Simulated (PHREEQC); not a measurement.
Synthetic water in mg/kgw, 25 °C, pH 3.53:

```
constituent  mg/kgw
-----------  ------
Na             1520
K               135
Ca              280
Mg              146
Cl              864
S(6) as SO4    3520
Br             12.2
B              10.7
```

Valence states are taken as typed.

Model: Pitzer model, pitzer.dat, run in PHREEQC.

Q: The ionic strength comes out as 0.146 mol/kgw. What activity coefficients do Cl-, Mg+2, H+, Ca+2, Na+ get?

A: Cl- 0.74, Mg+2 0.26, H+ 0.73, Ca+2 0.22, Na+ 0.75. Single-ion values are on the MacInnes scale.

Precipitation was switched off in this run. Complexes and solids missing from the database can't appear.
